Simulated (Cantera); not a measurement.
A closed system holds: 1 mol CCl₄, 0.015 mol Si, at 1202 °C and 0.100 bar.

Equilibrium computed with Cantera from the NASA thermochemical tables; the gas is ideal and each condensed phase is pure. Equilibrium is a limit: real reactors are often held back by kinetics, nucleation or transport.

```
species            before    after
----------------  -------  -------
Cl₂                 0.849    0.704
SiCl₄             0.00701    0.165
Cl                  0.143    0.131
SiCl₃             5.15e-7  1.33e-5
CCl₄              1.65e-5  1.14e-5
C(graphite), mol    1.000    1.000
```
Gas species are given as mole fractions.

Question: What was changed between the two runs?
A) temperature from 1202 °C to 1075 °C
B) Si from 0.015 to 0.3 mol
C) temperature from 1202 °C to 527 °C
D) temperature from 1202 °C to 3000 °C

Answer: B, Si from 0.015 to 0.3 mol. The tables' values for SiCl₃ are old estimates; treat these amounts as uncertain
